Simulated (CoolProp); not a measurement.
Model: reference Helmholtz-energy equation of state, Gedanitz 2015, in CoolProp.

Question: For cyclopentane, give the phase and the Z, Joule-Thomson coefficient (K/MPa), isothermal compressibility (1/MPa), Prandtl number at 420.6 K and 48.1 bar.

Answer: 
- 420.6 K and 48.1 bar: liquid; Z 0.158, Joule-Thomson coefficient -0.0504, isothermal compressibility 0.00497, Prandtl number 3.45

Viscosity comes from a separate model (Chung 1988), a generic estimate that can be far off for the liquid and wasn't checked against measurements. Thermal conductivity comes from a separate model (Vassiliou 2015).
